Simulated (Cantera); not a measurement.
**Premixed flame**

A freely propagating, adiabatic, planar premixed flame of CH4 : O2 : N2 = 1 : 2.47 : 9.28 (molar parts), unburnt at 700 K and 3.06 atm; multicomponent transport, grid criteria slope 0.08 and curve 0.16, no radiation.

Model: GRI-Mech 3.0 (53 species, 325 reactions), integrated in Cantera. Burning velocities carry a grid error of a few per cent, more on coarse grids.

```csv
z (mm),T (K),u (m/s),x CH4,x O2,x H2,x O,x CO2,x HCN
-0.418,700,1.07,0.0784,0.194,0.000674,<1e-8,7.32e-7,<1e-8
-0.279,705,1.07,0.0780,0.193,0.00181,<1e-8,1.40e-5,<1e-8
-0.209,716,1.09,0.0772,0.192,0.00301,<1e-8,6.19e-5,<1e-8
-0.139,776,1.19,0.0731,0.187,0.00522,4.74e-8,0.000476,2.92e-8
-0.0697,1101,1.70,0.0521,0.158,0.00882,8.27e-6,0.00482,2.65e-7
-0.0349,1457,2.27,0.0283,0.122,0.0107,0.000101,0.0127,6.71e-7
0,1811,2.83,0.00620,0.0802,0.0102,0.000907,0.0265,1.33e-6
0.0349,1966,3.07,0.000363,0.0571,0.00707,0.00294,0.0412,9.67e-7
0.0697,2029,3.15,1.15e-5,0.0493,0.00555,0.00364,0.0516,3.06e-7
0.139,2107,3.26,1.77e-8,0.0442,0.00460,0.00314,0.0614,2.55e-8
0.279,2188,3.37,<1e-8,0.0409,0.00325,0.00204,0.0678,<1e-8
0.558,2251,3.45,<1e-8,0.0388,0.00190,0.00111,0.0719,<1e-8
1.12,2283,3.49,<1e-8,0.0377,0.00116,0.000668,0.0743,<1e-8
```
x: mole fraction of selected species; z is measured from the peak of heat release.

```json
{
  "laminar_burning_velocity": "107 cm/s",
  "thermal_thickness": "0.139 mm",
  "peak x(H2)": "0.0110",
  "peak x(O)": "0.00364",
  "peak x(HCN)": "1.39e-6",
  "grid_points": "137"
}
```
